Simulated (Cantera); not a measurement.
Input (Python, Cantera):

```python
import numpy as np
import cantera as ct

gas = ct.Solution("gri30.yaml")
gas.TPX = 1200, 2900, {'H2': 0.017, 'O2': 1, 'N2': 1}
reactor = ct.IdealGasConstPressureReactor(gas, energy="off", clone=False)
net = ct.ReactorNet([reactor])
net.rtol, net.atol = 1e-08, 1e-18
show = ['H2', 'O2', 'N2O', 'H', 'NO2']
times = np.geomspace(4e-05, 200, 14)

steps = ct.SolutionArray(gas, extra=["t"])
rows = []
print(f"{'t/s':>10s}{'T/K':>9s}{'P/Pa':>11s}" + "".join(f"{s:>11s}" for s in show))
for t in times:
    while net.time < t:
        t_next = net.step()
        steps.append(gas.state, t=t_next)
    rows.append([np.interp(t, steps.t, y) for y in (steps.T, steps.P, *steps(*show).X.T)])
    print(f"{t:10.3e}{rows[-1][0]:9.1f}{rows[-1][1]:11.4g}" + "".join(f"{x:11.3e}" for x in rows[-1][2:]))
rate = np.gradient(steps.T, steps.t)
print("integrator steps:", len(steps.t))
if steps.T.max() > steps.T[0] + 200:
    print(f"time of steepest temperature rise: {steps.t[rate.argmax()]:.4e} s")
gas.TPX = 1200, 2900, {'H2': 0.017, 'O2': 1, 'N2': 1}
gas.equilibrate("TP")
print(f"equilibrium (TP): T = {gas.T:.1f} K  " + "  ".join(f"{s} {gas[s].X[0]:.3e}" for s in show))
```

Result:

```
       t/s      T/K       P/Pa         H2         O2        N2O          H        NO2
 4.000e-05   1200.0       2900  8.428e-03  4.958e-01  4.283e-17  2.171e-10  5.966e-30
 1.310e-04   1200.0       2900  8.428e-03  4.958e-01  1.560e-16  4.458e-10  9.407e-28
 4.292e-04   1200.0       2900  8.428e-03  4.958e-01  7.662e-16  1.503e-09  1.643e-25
 1.406e-03   1200.0       2900  8.428e-03  4.958e-01  1.528e-14  3.934e-08  7.920e-23
 4.606e-03   1200.0       2900  4.385e-03  4.924e-01  2.373e-10  5.611e-04  2.213e-14
 1.509e-02   1200.0       2900  4.932e-05  4.893e-01  9.636e-09  4.106e-04  3.136e-12
 4.942e-02   1200.0       2900  2.700e-05  4.913e-01  2.082e-08  1.633e-04  9.702e-12
 1.619e-01   1200.0       2900  7.508e-06  4.930e-01  2.774e-08  2.378e-05  2.339e-11
 5.303e-01   1200.0       2900  1.153e-06  4.935e-01  3.147e-08  1.458e-06  5.091e-11
 1.737e+00   1200.0       2900  1.523e-07  4.936e-01  3.286e-08  7.197e-08  7.638e-11
 5.690e+00   1200.0       2900  2.400e-08  4.936e-01  3.243e-08  4.611e-09  8.076e-11
 1.864e+01   1200.0       2900  4.910e-09  4.936e-01  2.917e-08  4.345e-10  9.841e-11
 6.106e+01   1200.0       2900  1.420e-09  4.937e-01  2.014e-08  6.853e-11  1.943e-10
 2.000e+02   1200.0       2900  9.153e-10  4.937e-01  6.764e-09  3.570e-11  2.757e-10
integrator steps: 1826
equilibrium (TP): T = 1200.0 K  H2 9.048e-10  O2 4.935e-01  N2O 2.272e-09  H 3.509e-11  NO2 1.053e-06
```

Detailed kinetics in Cantera: GRI-Mech 3.0 (53 species, 325 reactions). Radical loss at walls, strong at low pressure, is not modelled.
